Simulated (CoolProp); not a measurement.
R407C at several states: Z from the reference equation and from simpler models built on Tc = 359.3 K, pc = 4.632 MPa, ω = 0.363; each cubic takes its own stable root.

Values from CoolProp's reference Helmholtz-energy equation of state, Lemmon 2003. It is a pseudo-pure fit of the blend.

| T (K) | p (MPa) | phase | reference |
|---|---|---|---|
| 499.5 | 0.186 | gas | 0.9958 |
| 364.3 | 0.0665 | gas | 0.9950 |
| 465.3 | 1.54 | gas | 0.9532 |
| 378.5 | 0.433 | gas | 0.9711 |
| 455.2 | 0.0105 | gas | 0.9997 |

Question: How far does each simpler model (van der Waals, Peng-Robinson) lie from the reference over these 5 states: mean and median of the absolute difference, and the worst?

Answer: 
- van der Waals: mean 0.3 %, median 0.1 %, worst -0.7 % at 465.3 K and 1.54 MPa
- Peng-Robinson: mean 0.1 %, median 0.0 %, worst -0.2 % at 465.3 K and 1.54 MPa
